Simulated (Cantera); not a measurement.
Charge: 1 mol Si, 2.4 mol Cl2, 0.71 mol H2, held at 1175 K and 0.750 bar.

These are equilibrium values from Cantera (NASA tables, ideal gas, pure condensed phases), not measurements of a reactor. Candidate condensed phases: Si; 19 gas species. The tables' values for SiCl3 are old estimates; treat these amounts as uncertain. The numbers say what is thermodynamically allowed, not how fast it happens.

Base state: SiCl4 0.468, HCl 0.384, H2 0.142, SiHCl3 0.00407, SiCl3 0.00147, SiCl2 4.49e-5 (mole fractions); condensed: gas only.

What changes in the equilibrium state with this change: Si replaced by SiCl4?


| species | before | after |
|---|---|---|
| Cl2 | <1e-9 | 0.409 |
| HCl | 0.384 | 0.345 |
| SiCl4 | 0.468 | 0.243 |
| H2 | 0.142 | <1e-9 |
| SiHCl3 | 0.00407 | <1e-9 |
| SiCl2 | 4.49e-5 | <1e-9 |
| SiCl3 | 0.00147 | 3.59e-8 |

What changes in the equilibrium state with this change: temperature from 1175 K to 1023 K?


| species | before | after |
|---|---|---|
| SiCl4 | 0.468 | 0.472 |
| HCl | 0.384 | 0.381 |
| H2 | 0.142 | 0.145 |
| SiCl2 | 4.49e-5 | 5.15e-7 |
| SiCl3 | 0.00147 | 0.000107 |
| SiHCl3 | 0.00407 | 0.00153 |
